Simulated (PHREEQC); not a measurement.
Model water analysis in mg/L, 52 °C, pH 3.45, pe 9.8:

| constituent | mg/L |
|---|---|
| Na | 85.4 |
| K | 10.9 |
| Ca | 170 |
| Mg | 5.44 |
| Cl | 71 |
| S(6) as SO4 | 547 |
| B | 0.0505 |
| Cu(2) | 3.71 |
| O(0) (dissolved oxygen) | 0.661 |
| Br | 0.457 |

Valence states are taken as typed.

Equilibrium calculation in PHREEQC: ion-association model, phreeqc.dat.

```csv
quantity,before,after
ionic strength (mol/kgw),0.0188,0.0507
SO4-2 (mol/kgw),0.00434,0.0117
Ca+2 (mol/kgw),0.00324,0.00851
CaSO4 (mol/kgw),0.001000,0.00423
HSO4- (mol/kgw),0.000189,0.000419
Mg+2 (mol/kgw),0.000136,0.000327
SI of Gypsum (CaSO4:2H2O),-0.70,-0.07
SI of Halite (NaCl),-6.85,-5.96
```

Problem. What was changed between the two runs?
A) all concentrations times 3 at the same typed pH
B) S(6) from 547 to 1640 mg/L
C) temperature from 52 to 45 °C at the same typed pH
D) B from 0.0505 to 0.152 mg/L

Solution. A, all concentrations times 3 at the same typed pH

No solid was allowed to form. At this temperature some constants are extrapolated from 25 °C, and those without enthalpy data are left unchanged.
